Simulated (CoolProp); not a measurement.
Vapour pressure (MPa) of trans-2-butene: the reference equation beside estimates from Tc = 155.5 °C, pc = 4.019 MPa, ω = 0.210. Clausius-Clapeyron is anchored at -14.65 °C with a constant enthalpy of vaporisation of 23.52 kJ/mol.

Values from CoolProp's reference Helmholtz-energy equation of state, Lemmon 2005. It is a short technical equation, of lower accuracy than the large ones.

```json
[
 {"T (°C)": "-23.95", "reference": "(withheld)", "Clausius-Clapeyron": "0.03573", "van der Waals": "0.2904", "Redlich-Kwong": "0.05868", "Soave-Redlich-Kwong": "0.03410", "Peng-Robinson": "0.03507"},
 {"T (°C)": "-19.35", "reference": "0.04360", "Clausius-Clapeyron": "0.04390", "van der Waals": "0.3234", "Redlich-Kwong": "0.07156", "Soave-Redlich-Kwong": "0.04237", "Peng-Robinson": "0.04340"},
 {"T (°C)": "-14.65", "reference": "0.05376", "Clausius-Clapeyron": "0.05376", "van der Waals": "(withheld)", "Redlich-Kwong": "0.08687", "Soave-Redlich-Kwong": "0.05241", "Peng-Robinson": "0.05347"},
 {"T (°C)": "-10.05", "reference": "0.06544", "Clausius-Clapeyron": "0.06509", "van der Waals": "0.3978", "Redlich-Kwong": "0.1042", "Soave-Redlich-Kwong": "0.06399", "Peng-Robinson": "0.06505"},
 {"T (°C)": "-5.35", "reference": "0.07937", "Clausius-Clapeyron": "0.07861", "van der Waals": "(withheld)", "Redlich-Kwong": "0.1244", "Soave-Redlich-Kwong": "(withheld)", "Peng-Robinson": "0.07886"},
 {"T (°C)": "-0.75", "reference": "0.09517", "Clausius-Clapeyron": "0.09396", "van der Waals": "0.4829", "Redlich-Kwong": "0.1469", "Soave-Redlich-Kwong": "(withheld)", "Peng-Robinson": "0.09454"},
 {"T (°C)": "3.95", "reference": "0.1138", "Clausius-Clapeyron": "0.1121", "van der Waals": "0.5303", "Redlich-Kwong": "0.1730", "Soave-Redlich-Kwong": "0.1122", "Peng-Robinson": "0.1130"},
 {"T (°C)": "8.55", "reference": "0.1346", "Clausius-Clapeyron": "0.1324", "van der Waals": "0.5795", "Redlich-Kwong": "0.2016", "Soave-Redlich-Kwong": "0.1330", "Peng-Robinson": "0.1337"},
 {"T (°C)": "13.15", "reference": "0.1582", "Clausius-Clapeyron": "0.1556", "van der Waals": "0.6317", "Redlich-Kwong": "0.2337", "Soave-Redlich-Kwong": "(withheld)", "Peng-Robinson": "0.1572"}
]
```

Q: Fill in the missing entries.

A: 
- -23.95, reference: 0.03520
- -14.65, van der Waals: 0.3597
- -5.35, van der Waals: 0.4394
- -5.35, Soave-Redlich-Kwong: 0.07783
- -0.75, Soave-Redlich-Kwong: 0.09358
- 13.15, Soave-Redlich-Kwong: 0.1568

Absolute difference from the reference over all 9 rows, mean and median: Clausius-Clapeyron 1.1 and 1.3 %, van der Waals 477.8 and 453.6 %, Redlich-Kwong 56.9 and 56.7 %, Soave-Redlich-Kwong 2.0 and 1.9 %, Peng-Robinson 0.6 and 0.6 %.
